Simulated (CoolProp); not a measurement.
1-butene at several states: density (kg/m³) from the reference equation and from simpler models built on Tc = 146.1 °C, pc = 4006 kPa, ω = 0.192; each cubic takes its own stable root.

Values from CoolProp's reference Helmholtz-energy equation of state, Lemmon 2005. It is a short technical equation, of lower accuracy than the large ones.

```tsv
T (°C)	p (kPa)	phase	reference
65.15	18.7	gas	0.3742
243.35	14400	supercritical	307.2
229.75	15000	supercritical	337.2
-16.75	313	liquid	637.8
171.05	1660	gas	28.98
-56.75	14	liquid	680.9
```

### Question
How far does each simpler model (van der Waals, Soave-Redlich-Kwong) lie from the reference over these 6 states: mean and median of the absolute difference, and the worst?

### Answer
- van der Waals: mean 37.4 %, median 12.4 %, worst -99.9 % at -56.75 °C and 14 kPa
- Soave-Redlich-Kwong: mean 5.9 %, median 7.3 %, worst -10.3 % at 229.75 °C and 15000 kPa

At some of these states van der Waals gives the other phase, because its saturation line lies elsewhere.
